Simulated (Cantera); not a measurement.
A closed system holds: 1 mol Si2H6, 0.0068 mol Cl2, 9.3 mol N2, equilibrated at 927 °C and 1.33 mbar.

Method: chemical equilibrium by Gibbs-energy minimisation in Cantera with the NASA 1993 tables (ideal gas, pure condensed phases). Candidate condensed phases: NH4Cl, Si, Si3N4; 28 gas species. The feed counts by its element totals alone. N2 is the only nitrogen source here; it is nearly inert below about 1500 K, so the nitride shown seldom forms there in practice. Equilibrium is a limit: real reactors are often held back by kinetics, nucleation or transport.

Base state: N2 0.726, H2 0.273, HCl 0.00124 (mole fractions); condensed: Si3N4(s).

Task: What changes in the equilibrium state with this change: Si2H6 replaced by SiH2Cl2?

Result: 
```
species         before    after
-------------  -------  -------
N2               0.726    0.823
HCl            0.00124    0.138
H2               0.273   0.0253
SiCl4            <1e-9   0.0111
SiCl3            <1e-9  0.00140
SiCl2          1.27e-8  0.00156
Si3N4(s), mol    0.667    0.283
```
The tables' values for SiCl3 are old estimates; treat these amounts as uncertain.
